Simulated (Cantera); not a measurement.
**Silicon etching in halogen gases: Si + SF6 + F2**

Input: 1 mol Si, 2.9 mol SF6, 2.6 mol F2, equilibrated at 90000 Pa.

Method: chemical equilibrium by Gibbs-energy minimisation in Cantera with the NASA 1993 tables (ideal gas, pure condensed phases). Candidate condensed phases: S, Si; 21 gas species. The tables' values for SF5, SF3 are old estimates; treat these amounts as uncertain. Kinetics and transport are ignored.

| T (°C) | x SF6 | x F | x SiF4 | x F2 | x SF4 | x SF5 | x SF3 |
|---|---|---|---|---|---|---|---|
| 702 | 0.636 | 0.0275 | 0.219 | 0.118 | <1e-12 | 4.38e-11 | <1e-12 |
| 777 | 0.627 | 0.0533 | 0.216 | 0.103 | 1.38e-11 | 7.23e-10 | <1e-12 |
| 852 | 0.616 | 0.0896 | 0.212 | 0.0826 | 5.45e-10 | 8.59e-9 | <1e-12 |
| 927 | 0.602 | 0.131 | 0.208 | 0.0588 | 1.55e-8 | 7.98e-8 | <1e-12 |
| 1002 | 0.590 | 0.170 | 0.203 | 0.0370 | 3.51e-7 | 6.18e-7 | 1.37e-12 |
| 1077 | 0.581 | 0.198 | 0.200 | 0.0210 | 6.52e-6 | 4.12e-6 | 1.29e-10 |
| 1152 | 0.575 | 0.215 | 0.198 | 0.0114 | 9.94e-5 | 2.38e-5 | 8.90e-9 |
| 1227 | 0.569 | 0.226 | 0.197 | 0.00620 | 0.00121 | 0.000118 | 4.32e-7 |
| 1302 | 0.548 | 0.245 | 0.193 | 0.00384 | 0.0105 | 0.000473 | 1.26e-5 |
x: gas mole fraction; nothing condenses.

From 702 °C to 1302 °C nothing is condensed. The main Si-bearing gas is SiF4 throughout.
